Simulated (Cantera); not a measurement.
A diamond (100) surface in a fixed gas of H2 with x(CH4) = 0.0044, x(H) = 0.0012, x(CH3) = 0.0015, 0.217 atm; coverages are run to steady state.

Computed with Cantera and the Harris–Goodwin 1993 mechanism for the reconstructed diamond (100) surface.

θ: site fractions in the mechanism's names (c6HH fully hydrogenated, c6H* and c6*H radical sites, c6** diradical, c6HM methylated).

```json
[
 {"T (K)": "900", "growth (µm/h)": "42.9", "θ c6HH": "0.318", "θ c6H*": "0.00470", "θ c6*H": "0.131", "θ c6**": "0.00148", "θ c6HM": "0.438"},
 {"T (K)": "950", "growth (µm/h)": "[?]", "θ c6HH": "0.329", "θ c6H*": "[?]", "θ c6*H": "[?]", "θ c6**": "[?]", "θ c6HM": "[?]"},
 {"T (K)": "1000", "growth (µm/h)": "83.1", "θ c6HH": "0.338", "θ c6H*": "0.00995", "θ c6*H": "0.203", "θ c6**": "0.00387", "θ c6HM": "0.325"},
 {"T (K)": "1050", "growth (µm/h)": "104", "θ c6HH": "0.348", "θ c6H*": "0.0137", "θ c6*H": "0.245", "θ c6**": "0.00584", "θ c6HM": "0.268"},
 {"T (K)": "1100", "growth (µm/h)": "116", "θ c6HH": "0.366", "θ c6H*": "0.0188", "θ c6*H": "0.297", "θ c6**": "0.00862", "θ c6HM": "0.203"},
 {"T (K)": "1150", "growth (µm/h)": "108", "θ c6HH": "0.391", "θ c6H*": "0.0254", "θ c6*H": "0.359", "θ c6**": "0.0124", "θ c6HM": "0.131"},
 {"T (K)": "1200", "growth (µm/h)": "83.7", "θ c6HH": "0.410", "θ c6H*": "0.0329", "θ c6*H": "0.420", "θ c6**": "0.0169", "θ c6HM": "0.0678"},
 {"T (K)": "1250", "growth (µm/h)": "60.0", "θ c6HH": "0.415", "θ c6H*": "0.0398", "θ c6*H": "0.463", "θ c6**": "0.0212", "θ c6HM": "0.0297"},
 {"T (K)": "1300", "growth (µm/h)": "[?]", "θ c6HH": "0.409", "θ c6H*": "[?]", "θ c6*H": "0.488", "θ c6**": "[?]", "θ c6HM": "[?]"},
 {"T (K)": "1350", "growth (µm/h)": "40.5", "θ c6HH": "0.400", "θ c6H*": "0.0508", "θ c6*H": "0.500", "θ c6**": "0.0283", "θ c6HM": "0.00473"},
 {"T (K)": "1400", "growth (µm/h)": "36.4", "θ c6HH": "0.393", "θ c6H*": "0.0553", "θ c6*H": "0.506", "θ c6**": "0.0314", "θ c6HM": "0.00187"}
]
```

Question: Fill in the missing entries.

Answer: 
- 950, growth (µm/h): 61.6
- 950, θ c6H*: 0.00701
- 950, θ c6*H: 0.166
- 950, θ c6**: 0.00246
- 950, θ c6HM: 0.380
- 1300, growth (µm/h): 46.5
- 1300, θ c6H*: 0.0457
- 1300, θ c6**: 0.0250
- 1300, θ c6HM: 0.0120
